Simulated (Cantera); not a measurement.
A closed system holds: 1 mol C6H6, 2.6 mol CO2, 4 mol H2, 2 mol H2S, equilibrated at 3800000 Pa.

Method: chemical equilibrium by Gibbs-energy minimisation in Cantera with the NASA 1993 tables (ideal gas, pure condensed phases). Candidate condensed phases: C, C6H6, C7H8, C8H18, H2O, H2SO4, S; 123 gas species. The ideal-gas law is rough above about 30 bar. Equilibrium is a limit: real reactors are often held back by kinetics, nucleation or transport.

Question: At 1225 °C, list the 7 most abundant gas species with their mole fractions, and the condensed phases.

Answer: H2 0.462, CO 0.358, H2S 0.140, CH4 0.0211, H2O 0.0110, COS 0.00359, CO2 0.00328. Condensed: C(graphite).
